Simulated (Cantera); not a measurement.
A closed system holds: 1 mol SiH2Cl2, 0.026 mol Cl2, a varied amount of H2, at 923 K and 77000 Pa.

Points: n(H2) (mol) = 75, 87, 100, 120, 140, 160, 190, 220, 260, 300, 350.

Cantera's Mixture.equilibrate('TP', solver="vcs", rtol=1e-11, max_steps=5000) on the NASA tables stopped like this:

```
ERROR: FAILURE its = 5001!

*******************************************************************************
CanteraError thrown by MultiPhase::equilibrate:
VCS solver failed. Return code: -1
*******************************************************************************
```

What got this run through?

This is not unique; one that fits is The failure is numerical, not chemical. The same input converged with solver="gibbs", rtol=1e-10, max_steps=50000, and the result passed a check of the equilibrium conditions:
```
log10 of partial pressures in bar; condensed amounts in mol
     n(H2)        H2    SiHCL3     SiCL4       HCL    Si(cr)
        75    -0.118    -2.525    -2.657    -2.698     0.441
        87    -0.117    -2.584    -2.737    -2.718    0.4444
       100    -0.117    -2.641    -2.813    -2.737    0.4481
       120    -0.116    -2.717    -2.915    -2.762    0.4539
       140    -0.116    -2.783    -3.002    -2.784    0.4597
       160    -0.116    -2.840    -3.079    -2.803    0.4654
       190    -0.116    -2.916    -3.180    -2.828    0.4739
       220    -0.115    -2.982    -3.268    -2.850    0.4821
       260    -0.115    -3.059    -3.371    -2.875    0.4928
       300    -0.115    -3.126    -3.461    -2.898     0.503
       350    -0.115    -3.201    -3.560    -2.923    0.5154
```

The gas is ideal and each condensed phase is pure. The tables' values for SiCl3 are old estimates; treat these amounts as uncertain.
